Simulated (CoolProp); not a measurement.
Vapour-liquid equilibrium of propylene (1) + cyclohexane (2) at 37.05 °C; x and y are mole fractions of (1).

The numbers come from the multi-fluid Helmholtz-energy mixture model, Lemmon 2013 and Zhou 2014; pair parameters Bell 2016 in CoolProp.

```json
[
 {"x": "0.05", "bubble pressure, mixture model (kPa)": "108.8", "bubble pressure, Raoult's law (kPa)": "97.82", "y, mixture model": "0.802", "y, Raoult's law": "0.788"},
 {"x": "0.125", "bubble pressure, mixture model (kPa)": "233.3", "bubble pressure, Raoult's law (kPa)": "211.8", "y, mixture model": "0.910", "y, Raoult's law": "0.910"},
 {"x": "0.2", "bubble pressure, mixture model (kPa)": "351.7", "bubble pressure, Raoult's law (kPa)": "325.7", "y, mixture model": "0.942", "y, Raoult's law": "0.946"},
 {"x": "0.275", "bubble pressure, mixture model (kPa)": "465.0", "bubble pressure, Raoult's law (kPa)": "439.6", "y, mixture model": "0.958", "y, Raoult's law": "0.964"},
 {"x": "0.35", "bubble pressure, mixture model (kPa)": "574.1", "bubble pressure, Raoult's law (kPa)": "553.6", "y, mixture model": "0.967", "y, Raoult's law": "0.974"},
 {"x": "0.425", "bubble pressure, mixture model (kPa)": "680.0", "bubble pressure, Raoult's law (kPa)": "667.5", "y, mixture model": "0.974", "y, Raoult's law": "0.981"},
 {"x": "0.5", "bubble pressure, mixture model (kPa)": "783.6", "bubble pressure, Raoult's law (kPa)": "781.4", "y, mixture model": "0.979", "y, Raoult's law": "0.986"},
 {"x": "0.575", "bubble pressure, mixture model (kPa)": "886.1", "bubble pressure, Raoult's law (kPa)": "895.4", "y, mixture model": "0.983", "y, Raoult's law": "0.990"},
 {"x": "0.65", "bubble pressure, mixture model (kPa)": "988.7", "bubble pressure, Raoult's law (kPa)": "1009", "y, mixture model": "0.986", "y, Raoult's law": "0.992"},
 {"x": "0.725", "bubble pressure, mixture model (kPa)": "1093", "bubble pressure, Raoult's law (kPa)": "1123", "y, mixture model": "0.989", "y, Raoult's law": "0.995"},
 {"x": "0.8", "bubble pressure, mixture model (kPa)": "1201", "bubble pressure, Raoult's law (kPa)": "1237", "y, mixture model": "0.992", "y, Raoult's law": "0.996"},
 {"x": "0.875", "bubble pressure, mixture model (kPa)": "1316", "bubble pressure, Raoult's law (kPa)": "1351", "y, mixture model": "0.995", "y, Raoult's law": "0.998"},
 {"x": "0.95", "bubble pressure, mixture model (kPa)": "1444", "bubble pressure, Raoult's law (kPa)": "1465", "y, mixture model": "0.998", "y, Raoult's law": "0.999"}
]
```

The largest gap from Raoult's law is +11.2 % in bubble pressure, at x = 0.05. No azeotrope shows between x = 0.05 and 0.95.

The pair parameters rest on a limited set of measurements; away from them the model extrapolates. The gap from Raoult's law changes sign with composition, which may be real or a fault of the pair parameters; it wasn't checked against measurements.
